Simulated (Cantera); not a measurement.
Mixture: CH4 : C2H6 : C3H8 : O2 : N2 = 1 : 0.071 : 0.46 : 10.6 : 39.8 (molar parts), equivalence ratio 0.43, at 1000000 Pa, adiabatic and at constant pressure. Ignition delay is the time to a rise of 400 K.

Computed with Cantera and GRI-Mech 3.0 (53 species, 325 reactions). GRI-Mech 3.0 was tuned for natural gas; its chemistry of propane as a main component is partial and can be far from experiment.

Q: What does this change do: pressure from 1000000 Pa to 120000 Pa?

A: 
| quantity | before | after |
|---|---|---|
| delay at 1125 K | 3.94 ms | 19.6 ms |
| delay at 1225 K | 0.841 ms | 3.04 ms |
| delay at 1325 K | 0.202 ms | 0.623 ms |
| delay at 1425 K | 58.3 µs | 0.180 ms |
| apparent activation energy between 1375 and 1475 K | 190 kJ/mol | 180 kJ/mol |

Q: What does this change do: 0.21 parts H2 added?

A: 
| quantity | before | after |
|---|---|---|
| delay at 1125 K | 3.94 ms | 2.23 ms |
| delay at 1225 K | 0.841 ms | 0.566 ms |
| delay at 1325 K | 0.202 ms | 0.158 ms |
| delay at 1425 K | 58.3 µs | 49.8 µs |
| apparent activation energy between 1375 and 1475 K | 190 kJ/mol | 180 kJ/mol |
